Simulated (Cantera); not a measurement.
Cantera with NASA thermochemical tables; ideal gases at 1 bar, condensed phases pure. Values are per mole of reaction as written; species without (g) are pure solids or liquids, kept so even where they would boil at 1 bar.

2 O₃(g) + 3 CaS ⇌ 3 Ca(g) + 3 SO₂(g), with ΔH° = 778.9 kJ and ΔS° = 561.2 J/K at 300 K.

Question: How far is the shortcut ΔG° ≈ ΔH°(300 K) − T·ΔS°(300 K) from the full temperature-dependent value at 1925, 2025, 2125, 2225, 2325, 2425, 2525 K?

Answer: 
```csv
T (K),shortcut (kJ),full (kJ),difference (kJ),difference in log10 K
1925,-301.4,-213.3,-88.2,2.39
2025,-357.6,-260.4,-97.2,2.51
2125,-413.7,-307.1,-106.6,2.62
2225,-469.8,-353.5,-116.3,2.73
2325,-525.9,-399.4,-126.5,2.84
2425,-582.0,-445.0,-137.0,2.95
2525,-638.2,-490.2,-147.9,3.06
```
The shortcut ignores the heat-capacity change of the reaction.
